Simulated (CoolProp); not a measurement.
Vapour-liquid equilibrium of methane (1) + ethylene (2) at 0.136 MPa; x and y are mole fractions of (1).

Model: multi-fluid Helmholtz-energy mixture model, Setzmann 1991 and Smukala 2000; pair parameters Bell 2016, in CoolProp.

**Question.** Give the bubble temperature and the first vapour's composition at x = 0.275, 0.425, 0.875. Is there an azeotrope?

**Answer.** x = 0.275: 128.9 K, y = 0.977; x = 0.425: 123.6 K, y = 0.989; x = 0.875: 117.0 K, y = 0.998. No azeotrope shows between x = 0.05 and 0.95.

Pair parameters are fitted to limited data, so mixtures are less certain than the pure fluids.
